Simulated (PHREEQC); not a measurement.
Consider water at 20 °C with 4 mmol/kgw SrCl2. Closed to the air; pH follows from the charge balance.

Computed with PHREEQC (Pitzer model, pitzer.dat).

This is a speciation only: nothing precipitates in the calculation.

**Question.** What specific conductance, osmotic coefficient does the model give?

**Answer.** specific conductance 866 µS/cm; osmotic coefficient 0.933.
